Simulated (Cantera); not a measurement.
**CF₄ + HCl + H₂ (fluorocarbon and chlorocarbon gases)**

A closed system holds: 1 mol CF₄, 2.4 mol HCl, 5.1 mol H₂, equilibrated at 0.133 bar.

These are equilibrium values from Cantera (NASA tables, ideal gas, pure condensed phases), not measurements of a reactor. Candidate condensed phases: C, C₆H₆, C₇H₈, C₈H₁₈; 118 gas species. The tables' values for CCl are old estimates; treat these amounts as uncertain. Rates play no part.

From 2873 K to 3098 K the condensed part is C(graphite). From 3173 K to 3548 K nothing is condensed. The main C-bearing gas is C₂H₂ (acetylene) at 2873 K and C₃ at 3548 K.

```json
[
 {"T (K)": "2873", "x H": "0.142", "x HF": "0.376", "x H₂": "0.243", "x HCl": "0.161", "x Cl": "0.0647", "x F": "0.00107", "x C₂H₂ (acetylene)": "0.0103", "x C₃": "0.000568", "x C": "0.000108", "n C(graphite)": "0.730"},
 {"T (K)": "2948", "x H": "0.174", "x HF": "0.365", "x H₂": "0.224", "x HCl": "0.144", "x Cl": "0.0763", "x F": "0.00160", "x C₂H₂ (acetylene)": "0.0119", "x C₃": "0.00133", "x C": "0.000230", "n C(graphite)": "0.639"},
 {"T (K)": "3023", "x H": "0.208", "x HF": "0.353", "x H₂": "0.202", "x HCl": "0.125", "x Cl": "0.0880", "x F": "0.00235", "x C₂H₂ (acetylene)": "0.0134", "x C₃": "0.00298", "x C": "0.000472", "n C(graphite)": "0.499"},
 {"T (K)": "3098", "x H": "0.244", "x HF": "0.340", "x H₂": "0.178", "x HCl": "0.107", "x Cl": "0.0991", "x F": "0.00342", "x C₂H₂ (acetylene)": "0.0146", "x C₃": "0.00643", "x C": "0.000937", "n C(graphite)": "0.268"},
 {"T (K)": "3173", "x H": "0.282", "x HF": "0.325", "x H₂": "0.155", "x HCl": "0.0890", "x Cl": "0.109", "x F": "0.00491", "x C₂H₂ (acetylene)": "0.0139", "x C₃": "0.0113", "x C": "0.00171", "n C(graphite)": "0"},
 {"T (K)": "3248", "x H": "0.322", "x HF": "0.310", "x H₂": "0.135", "x HCl": "0.0735", "x Cl": "0.117", "x F": "0.00692", "x C₂H₂ (acetylene)": "0.00993", "x C₃": "0.0126", "x C": "0.00261", "n C(graphite)": "0"},
 {"T (K)": "3323", "x H": "0.361", "x HF": "0.296", "x H₂": "0.116", "x HCl": "0.0597", "x Cl": "0.124", "x F": "0.00970", "x C₂H₂ (acetylene)": "0.00677", "x C₃": "0.0133", "x C": "0.00386", "n C(graphite)": "0"},
 {"T (K)": "3398", "x H": "0.397", "x HF": "0.281", "x H₂": "0.0969", "x HCl": "0.0477", "x Cl": "0.130", "x F": "0.0135", "x C₂H₂ (acetylene)": "0.00444", "x C₃": "0.0134", "x C": "0.00553", "n C(graphite)": "0"},
 {"T (K)": "3473", "x H": "0.429", "x HF": "0.266", "x H₂": "0.0798", "x HCl": "0.0376", "x Cl": "0.134", "x F": "0.0186", "x C₂H₂ (acetylene)": "0.00281", "x C₃": "0.0129", "x C": "0.00769", "n C(graphite)": "0"},
 {"T (K)": "3548", "x H": "0.458", "x HF": "0.250", "x H₂": "0.0648", "x HCl": "0.0293", "x Cl": "0.137", "x F": "0.0254", "x C₂H₂ (acetylene)": "0.00173", "x C₃": "0.0119", "x C": "0.0104", "n C(graphite)": "0"}
]
```
x: gas mole fraction; n: condensed amount in mol.
